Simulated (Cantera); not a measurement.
A closed system holds: 1 mol Al(CH3)3, 21 mol O2, 530 mol H2, held at 1750 K and 0.975 Torr.

Method: chemical equilibrium by Gibbs-energy minimisation in Cantera with the NASA 1993 tables (ideal gas, pure condensed phases). The feed counts by its element totals alone. Kinetics and transport are ignored.

| species | before | after |
|---|---|---|
| O2 | 4.89e-9 | 0.613 |
| H2O | 0.0694 | 0.251 |
| CO2 | 0.000114 | 0.128 |
| H2 | 0.919 | 0.000296 |
| O | 1.45e-7 | 0.00162 |
| OH | 2.74e-5 | 0.00551 |
| H | 0.00618 | 0.000111 |
| CO | 0.00545 | 0.000549 |
| Al2O3(s), mol | 0.500 | 0.500 |
Gas species are given as mole fractions.

Problem. Name the change that produced these shifts.
A. temperature from 1750 K to 2150 K
B. H2 from 530 to 1.4 mol
C. temperature from 1750 K to 1000 K
D. temperature from 1750 K to 2000 K

Solution. B, H2 from 530 to 1.4 mol
